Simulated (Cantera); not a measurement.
A closed system holds: 1 mol Ti, 0.81 mol O2, 85 mol H2, equilibrated at 0.133 bar.

These are equilibrium values from Cantera (NASA tables, ideal gas, pure condensed phases), not measurements of a reactor. Candidate condensed phases: H2O, Ti, TiO, TiO2, Ti2O3, Ti3O5, Ti4O7; 12 gas species. Mutual solubility and eutectic melting of coexisting phases are not modelled. The numbers say what is thermodynamically allowed, not how fast it happens.

Question: Which condensed phases are stable at each of these points (T (K)): 1473, 1573, 1673, 1773, 1873, 1973, 2073, 2173?

Answer: 
```csv
T (K),condensed phases,Ti condensed (%)
1473,Ti2O3(s) + Ti3O5(s),100.0
1573,Ti2O3(s) + Ti3O5(s),100.0
1673,Ti2O3(s) + Ti3O5(s),100.0
1773,Ti2O3(s),100.0
1873,Ti2O3(s),100.0
1973,Ti2O3(s),100.0
2073,Ti2O3(s),99.9
2173,Ti2O3(l),99.5
```

From 1473 K to 1673 K the condensed part is Ti2O3(s) + Ti3O5(s). From 1773 K to 2073 K the condensed part is Ti2O3(s). At 2173 K the condensed part is Ti2O3(l).
